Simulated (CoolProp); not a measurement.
Methanol along the isotherm 568.4 K: density (kg/m³) from the reference equation and from simpler models built on Tc = 513.4 K, pc = 8216 kPa, ω = 0.565; each cubic takes its own stable root.

Values from CoolProp's reference Helmholtz-energy equation of state, de Reuck 1993.

```tsv
p (kPa)	phase	reference
257	gas	1.754
513	gas	3.525
770	gas	5.328
1030	gas	7.180
1280	gas	8.986
1540	gas	10.89
1800	gas	12.83
2050	gas	14.73
2310	gas	16.74
2570	gas	18.78
2820	gas	20.78
3080	gas	22.89
3340	gas	25.05
3590	gas	27.17
3850	gas	29.41
4110	gas	31.70
```

How far does each simpler model (ideal gas, Redlich-Kwong, Soave-Redlich-Kwong, Peng-Robinson) lie from the reference over these 16 states: mean and median of the absolute difference, and the worst?


- ideal gas: mean 6.2 %, median 6.0 %, worst -12.1 % at 568.4 K and 4110 kPa
- Redlich-Kwong: mean 1.0 %, median 1.0 %, worst +1.8 % at 568.4 K and 4110 kPa
- Soave-Redlich-Kwong: mean 0.1 %, median 0.1 %, worst -0.3 % at 568.4 K and 4110 kPa
- Peng-Robinson: mean 1.0 %, median 1.0 %, worst +1.5 % at 568.4 K and 4110 kPa
